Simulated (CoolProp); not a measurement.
Computed with CoolProp (reference Helmholtz-energy equation of state, Lemmon 2006). It is a short technical equation, of lower accuracy than the large ones.

**Question.** Give the vapour pressure (MPa), vapour density (kg/m³), vapour viscosity (µPa s) of saturated hydrogen sulfide at 202.1, 237.9, 285.7 K.

**Answer.** 
| T (K) | p (MPa) | vapour density (kg/m³) | vapour viscosity (µPa s) |
|---|---|---|---|
| 202.1 | 0.0568 | 1.17 | 8.03 |
| 237.9 | 0.311 | 5.64 | 9.20 |
| 285.7 | 1.47 | 24.6 | 10.8 |

Viscosity comes from a separate model (Quiñones-Cisneros 2012).
